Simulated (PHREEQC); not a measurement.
Dissolve 0.0011 mol/kgw NaHSO4 and 6.2e-05 mol/kgw NH3 at 20 °C. Closed to the air; pH follows from the charge balance.

All values are PHREEQC results (ion-association model, wateq4f.dat), not measurements.

Question: The ionic strength comes out as 0.00315 mol/kgw. What activity coefficients do H+, SO4-2, NH4+, NaSO4-, Na+ get?

Answer: H+ 0.95, SO4-2 0.79, NH4+ 0.94, NaSO4- 0.94, Na+ 0.94.

Precipitation was switched off in this run. Complexes and solids missing from the database can't appear.
